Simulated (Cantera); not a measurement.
Feed: 1 mol Ti, 6.7 mol H2O, 2.9 mol H2, at 3.50 mbar.

Cantera equilibrium calculation (NASA polynomials, part measured and part estimated; ideal gas, pure solids and liquids). Candidate condensed phases: H2O, Ti, TiO, TiO2, Ti2O3, Ti3O5, Ti4O7; 12 gas species. Kinetics and transport are ignored. All values below are at 1673 K.

Base state: H2 0.509, H2O 0.489, H 0.00137, OH 6.35e-5 (mole fractions); condensed: TiO2(rutile).

Q: What changes in the equilibrium state with this change: pressure from 3.50 mbar to 5.60 mbar?

A: 
```tsv
species	before	after
H2	0.509	0.510
H2O	0.489	0.489
H	0.00137	0.00109
OH	6.35e-5	5.02e-5
TiO2(rutile), mol	1.00	1.00
```

Q: What changes in the equilibrium state with this change: pressure from 3.50 mbar to 44.0 Pa?

A: 
```
species             before     after
-----------------  -------  --------
H2                   0.509     0.508
H2O                  0.489     0.488
H                  0.00137   0.00387
OH                 6.35e-5  0.000179
TiO2(rutile), mol     1.00     1.000
```
